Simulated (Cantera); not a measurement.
A perfectly stirred reactor is fed with CO : H2 : CH4 : O2 : N2 = 1 : 0.068 : 0.069 : 0.56 : 2.11 (molar parts), at 310000 Pa; it is adiabatic with a 575 K inlet, and is followed from long to short residence time, starting on the burning branch (τ in s: 0.041, 0.018, 0.0082, 0.0037, 0.0017, 0.00074, 0.00033, 0.00015, 6.7e-05, 3e-05, 1.3e-05).

Cantera simulation using GRI-Mech 3.0 (53 species, 325 reactions); the numbers are that mechanism's predictions, not measurements.

Predict: blow-out, bracketed by the residence times tried; x(CO) at τ = 41.0 ms; x(H2) at τ = 41.0 ms; x(CH4) at τ = 41.0 ms; x(CH2) at τ = 41.0 ms; x(CO) at τ = 0.740 ms; x(H2) at τ = 0.740 ms; x(CH4) at τ = 0.740 ms; x(CH2) at τ = 0.740 ms.


- blow-out, bracketed by the residence times tried: burning at 30.0 µs, out at 13.0 µs
- x(CO) at τ = 41.0 ms: 0.0803
- x(H2) at τ = 41.0 ms: 0.00302
- x(CH4) at τ = 41.0 ms: 3.43e-7
- x(CH2) at τ = 41.0 ms: 1.62e-8
- x(CO) at τ = 0.740 ms: 0.103
- x(H2) at τ = 0.740 ms: 0.00431
- x(CH4) at τ = 0.740 ms: 8.32e-6
- x(CH2) at τ = 0.740 ms: 2.46e-7
